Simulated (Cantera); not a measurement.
What does this Cantera script print?

```python
import numpy as np
import cantera as ct

gas_names = """
    Cu CuO Cu2 H HO2 H2 H2O H2O2 O OH O2 O3
""".split()
cond_names = """
    Cu(cr) Cu(L) CuO(s) CuO2H2(s) Cu2O(s) Cu2O(L) H2O(s) H2O(L)
""".split()


def load(file, names, dense=False):
    # The tables refer to 1 bar. Condensed volumes are neglected.
    table = {s.name: s for s in ct.Species.list_from_file(file)}
    out = []
    for n in names:
        d = dict(table[n].input_data)
        d["thermo"] = dict(d["thermo"], **{"reference-pressure": 1e5})
        if dense:
            d["equation-of-state"] = {"model": "constant-volume", "density": "1e6 g/cm^3"}
        out.append(ct.Species.from_dict(d))
    return out


gas = ct.Solution(thermo="ideal-gas", species=load("nasa_gas.yaml", gas_names))
cond = {s.name: ct.Solution(thermo="fixed-stoichiometry", species=[s], name=s.name)
        for s in load("nasa_condensed.yaml", cond_names, dense=True)}
atoms = {
    'Cu2O': {'Cu': 2, 'O': 1},
    'H2': {'H': 2},
}
top_T = {'CuO(s)': 1390}  # K; cautious upper limits of use, not melting points


def equilibrate(T, P, feed):
    n = {}
    for name, mol in feed.items():
        for a, k in atoms[name].items():
            n[a] = n.get(a, 0.0) + k * mol
    gas.TPX = T, P, n
    mass = sum(n.values()) * gas.mean_molecular_weight
    gas.equilibrate("TP")
    valid = [c for c in cond.values() if c.min_temp <= T <= top_T.get(c.name, c.max_temp)]
    mix = ct.Mixture([(gas, mass / gas.mean_molecular_weight)] + [(c, 0.0) for c in valid])
    mix.T, mix.P = T, P
    mix.equilibrate("TP", solver="vcs", rtol=1e-11, max_steps=5000)
    return mix


results = []
P = 1333.22  # Pa
for T in [1600, 1625, 1650, 1675, 1700, 1725, 1750, 1775, 1800, 1825, 1850, 1875, 1900]:
    for m in [1.4, 3.2, 7.6, 18, 41, 97, 230, 530]:
        feed = {'Cu2O': 1, 'H2': m}  # mol
        mix = equilibrate(T, P, feed)
        results.append((T, P, feed, dict(zip(mix.species_names, mix.species_moles))))

for T, P, feed, n in results:
    print(f"{T:7g} {feed['H2']:10.4g}  " + (" + ".join(c for c in cond_names if n.get(c, 0) > 1e-12) or "gas only"))
```

Output:

```
   1600        1.4  Cu(L)
   1600        3.2  Cu(L)
   1600        7.6  Cu(L)
   1600         18  Cu(L)
   1600         41  Cu(L)
   1600         97  Cu(L)
   1600        230  Cu(L)
   1600        530  Cu(L)
   1625        1.4  Cu(L)
   1625        3.2  Cu(L)
   1625        7.6  Cu(L)
   1625         18  Cu(L)
   1625         41  Cu(L)
   1625         97  Cu(L)
   1625        230  Cu(L)
   1625        530  gas only
   1650        1.4  Cu(L)
   1650        3.2  Cu(L)
   1650        7.6  Cu(L)
   1650         18  Cu(L)
   1650         41  Cu(L)
   1650         97  Cu(L)
   1650        230  Cu(L)
   1650        530  gas only
   1675        1.4  Cu(L)
   1675        3.2  Cu(L)
   1675        7.6  Cu(L)
   1675         18  Cu(L)
   1675         41  Cu(L)
   1675         97  Cu(L)
   1675        230  Cu(L)
   1675        530  gas only
   1700        1.4  Cu(L)
   1700        3.2  Cu(L)
   1700        7.6  Cu(L)
   1700         18  Cu(L)
   1700         41  Cu(L)
   1700         97  Cu(L)
   1700        230  gas only
   1700        530  gas only
   1725        1.4  Cu(L)
   1725        3.2  Cu(L)
   1725        7.6  Cu(L)
   1725         18  Cu(L)
   1725         41  Cu(L)
   1725         97  Cu(L)
   1725        230  gas only
   1725        530  gas only
   1750        1.4  Cu(L)
   1750        3.2  Cu(L)
   1750        7.6  Cu(L)
   1750         18  Cu(L)
   1750         41  Cu(L)
   1750         97  gas only
   1750        230  gas only
   1750        530  gas only
   1775        1.4  Cu(L)
   1775        3.2  Cu(L)
   1775        7.6  Cu(L)
   1775         18  Cu(L)
   1775         41  Cu(L)
   1775         97  gas only
   1775        230  gas only
   1775        530  gas only
   1800        1.4  Cu(L)
   1800        3.2  Cu(L)
   1800        7.6  Cu(L)
   1800         18  Cu(L)
   1800         41  Cu(L)
   1800         97  gas only
   1800        230  gas only
   1800        530  gas only
   1825        1.4  Cu(L)
   1825        3.2  Cu(L)
   1825        7.6  Cu(L)
   1825         18  Cu(L)
   1825         41  gas only
   1825         97  gas only
   1825        230  gas only
   1825        530  gas only
   1850        1.4  Cu(L)
   1850        3.2  Cu(L)
   1850        7.6  Cu(L)
   1850         18  Cu(L)
   1850         41  gas only
   1850         97  gas only
   1850        230  gas only
   1850        530  gas only
   1875        1.4  Cu(L)
   1875        3.2  Cu(L)
   1875        7.6  Cu(L)
   1875         18  Cu(L)
   1875         41  gas only
   1875         97  gas only
   1875        230  gas only
   1875        530  gas only
   1900        1.4  Cu(L)
   1900        3.2  Cu(L)
   1900        7.6  Cu(L)
   1900         18  gas only
   1900         41  gas only
   1900         97  gas only
   1900        230  gas only
   1900        530  gas only
```

Method: chemical equilibrium by Gibbs-energy minimisation in Cantera with the NASA 1993 tables (ideal gas, pure condensed phases).
